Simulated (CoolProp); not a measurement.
A single-stage vapour-compression cycle with R245ca: evaporating at 282.15 K (dew point), condensing at 338.15 K (bubble point), superheat 10 K, subcooling 0 K, compressor efficiency 0.65, no pressure losses. Each further row changes one setting.

Model: reference Helmholtz-energy equation of state, Zhou 2016, in CoolProp.

```json
[
 {"case": "as stated", "cooling COP": "2.53", "pressure ratio": "7.34", "discharge temperature (K)": "357.4", "refrigerating effect (kJ/kg)": "144", "volumetric capacity (kJ/m³)": "418"},
 {"case": "evaporating temperature 287.15 K", "cooling COP": "2.90", "pressure ratio": "5.91", "discharge temperature (K)": "355.8", "refrigerating effect (kJ/kg)": "148", "volumetric capacity (kJ/m³)": "528"},
 {"case": "condensing temperature 333.15 K", "cooling COP": "2.87", "pressure ratio": "6.35", "discharge temperature (K)": "352.5", "refrigerating effect (kJ/kg)": "151", "volumetric capacity (kJ/m³)": "439"},
 {"case": "subcooling 5 K", "cooling COP": "2.65", "pressure ratio": "7.34", "discharge temperature (K)": "357.4", "refrigerating effect (kJ/kg)": "151", "volumetric capacity (kJ/m³)": "439"},
 {"case": "superheat 20 K", "cooling COP": "2.59", "pressure ratio": "7.34", "discharge temperature (K)": "367.8", "refrigerating effect (kJ/kg)": "153", "volumetric capacity (kJ/m³)": "429"},
 {"case": "compressor efficiency 0.55", "cooling COP": "2.14", "pressure ratio": "7.34", "discharge temperature (K)": "367.1", "refrigerating effect (kJ/kg)": "144", "volumetric capacity (kJ/m³)": "418"}
]
```
